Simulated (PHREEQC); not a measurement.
**Metal-bearing waste water**

Dissolve 0.036 mol/kgw NiSO4, 0.0012 mol/kgw CuCl2, 0.0018 mol/kgw H2SO4 and 0.00033 mol/kgw NaCl at 20 °C. Closed to the air; pH follows from the charge balance.

Computed with PHREEQC (ion-association model, wateq4f.dat).

| Item | Value |
|---|---|
| pH | 2.78 |
| ionic strength | 0.0944 mol/kgw |
| total alkalinity | -3.60 meq/kg |

| species | molality | activity | log γ |
|---|---|---|---|
| Ni+2 | 0.0225 | 0.00860 | -0.418 |
| SO4-2 | 0.0223 | 0.00853 | -0.417 |
| NiSO4 | 0.0134 | 0.0137 | 0.009 |
| Cl- | 0.00267 | 0.00206 | -0.113 |
| H+ | 0.00201 | 0.00167 | -0.082 |
| HSO4- | 0.00159 | 0.00124 | -0.107 |

Precipitation was switched off in this run.
